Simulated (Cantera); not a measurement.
A freely propagating, adiabatic, planar premixed flame of 26.9 % H2, 17.0 % O2, 56.1 % N2, unburnt at 398 K and 97.5 Torr; mixture-averaged transport, grid criteria slope 0.08 and curve 0.16, no radiation.

Cantera simulation using the H2/O2 subset of GRI-Mech 3.0, which has no nitrogen chemistry; the numbers are that mechanism's predictions, not measurements. Burning velocities carry a grid error of a few per cent, more on coarse grids.

x: mole fraction of selected species; z is measured from the peak of heat release.

```tsv
z (mm)	T (K)	u (m/s)	x H2	x O2	x H2O	x O	x HO2	x H
-16.6	398	2.84	0.269	0.170	<1e-8	<1e-8	<1e-8	<1e-8
-11.1	398	2.84	0.269	0.170	<1e-8	<1e-8	<1e-8	<1e-8
-8.30	398	2.84	0.269	0.170	<1e-8	<1e-8	<1e-8	<1e-8
-5.53	398	2.84	0.269	0.170	<1e-8	<1e-8	<1e-8	<1e-8
-2.77	401	2.86	0.267	0.170	8.37e-5	8.54e-7	4.86e-5	1.24e-5
-1.38	(withheld)	4.13	0.238	0.167	0.0146	0.000109	6.60e-5	0.00480
0	(withheld)	7.02	0.122	0.127	0.106	0.00601	2.11e-5	0.0432
1.38	(withheld)	8.91	0.0382	0.0686	0.206	0.0157	9.59e-6	0.0627
2.77	(withheld)	9.71	0.0307	0.0593	0.222	0.0169	7.03e-6	0.0553
5.53	(withheld)	10.6	0.0302	0.0555	0.231	0.0158	5.36e-6	0.0431
11.1	1765	11.4	0.0283	0.0519	0.241	0.0137	3.99e-6	0.0309
22.1	1917	12.3	0.0245	0.0485	0.254	0.0107	2.88e-6	0.0200
44.3	2057	13.0	0.0191	0.0455	0.267	0.00756	2.10e-6	0.0114
```

**Question.** Some entries are withheld; supply them.

**Answer.** 
- -1.38, T (K): 593
- 0, T (K): 1043
- 1.38, T (K): 1339
- 2.77, T (K): 1469
- 5.53, T (K): 1612
